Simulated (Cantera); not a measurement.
Feed: 1 mol BCl₃, 23 mol N₂, 0.48 mol H₂, at 0.360 bar.

Method: chemical equilibrium by Gibbs-energy minimisation in Cantera with the NASA 1993 tables (ideal gas, pure condensed phases). Candidate condensed phases: B, BN, NH₄Cl; 21 gas species. N₂ is the only nitrogen source here; it is nearly inert below about 1500 K, so the nitride shown seldom forms there in practice. The tables' values for BCl₂, BCl are old estimates; treat these amounts as uncertain. Equilibrium is a limit: real reactors are often held back by kinetics, nucleation or transport.

x: gas mole fraction; n: condensed amount in mol.

```
T (K)   x N₂   x HCl  x BCl₃        x Cl  n BN(s)
-----  -----  ------  ------  ----------  -------
1425   0.933  0.0391  0.0278  (withheld)    0.320
1500   0.933  0.0391  0.0278  (withheld)    0.320
1575   0.933  0.0390  0.0277  (withheld)    0.320
1650   0.933  0.0389  0.0276  (withheld)    0.320
1725   0.933  0.0389  0.0275  (withheld)    0.321
1800   0.932  0.0387  0.0271  (withheld)    0.321
1875   0.931  0.0386  0.0265  (withheld)    0.318
1950   0.930  0.0384  0.0254  (withheld)    0.310
2025   0.928  0.0380  0.0235  (withheld)    0.289
```

**Question.** Complete the blanks.

**Answer.** 
- 1425, x Cl: 5.28e-5
- 1500, x Cl: 0.000112
- 1575, x Cl: 0.000220
- 1650, x Cl: 0.000407
- 1725, x Cl: 0.000715
- 1800, x Cl: 0.00120
- 1875, x Cl: 0.00192
- 1950, x Cl: 0.00294
- 2025, x Cl: 0.00432
